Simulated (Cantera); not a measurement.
A perfectly stirred reactor is fed with CH4 : O2 : N2 = 1 : 3.51 : 13.2 (molar parts), equivalence ratio 0.57, at 1.48 atm; it is adiabatic with a 600 K inlet, and is followed from long to short residence time, starting on the burning branch (τ in s: 0.14, 0.063, 0.028, 0.012, 0.0053, 0.0023, 0.001, 0.00045, 0.00019, 8.5e-05, 3.7e-05, 1.6e-05, 7.2e-06).

Model: GRI-Mech 3.0 (53 species, 325 reactions), integrated in Cantera.

**Question.** Predict: blow-out, bracketed by the residence times tried; x(CH4) at τ = 0.140 s; x(O2) at τ = 0.140 s; x(HCO) at τ = 0.140 s; x(OH) at τ = 0.140 s; x(H) at τ = 0.140 s; x(CH4) at τ = 1.00 ms; x(O2) at τ = 1.00 ms; x(HCO) at τ = 1.00 ms; x(OH) at τ = 1.00 ms; x(H) at τ = 1.00 ms.

**Answer.** 
| Property | Value |
|---|---|
| blow-out, bracketed by the residence times tried | burning at 0.190 ms, out at 85.0 µs |
| x(CH4) at τ = 0.140 s | 5.76e-6 |
| x(O2) at τ = 0.140 s | 0.0851 |
| x(HCO) at τ = 0.140 s | 6.45e-9 |
| x(OH) at τ = 0.140 s | 0.00100 |
| x(H) at τ = 0.140 s | 7.18e-6 |
| x(CH4) at τ = 1.00 ms | 0.000157 |
| x(O2) at τ = 1.00 ms | 0.0866 |
| x(HCO) at τ = 1.00 ms | 1.05e-6 |
| x(OH) at τ = 1.00 ms | 0.00355 |
| x(H) at τ = 1.00 ms | 0.000515 |
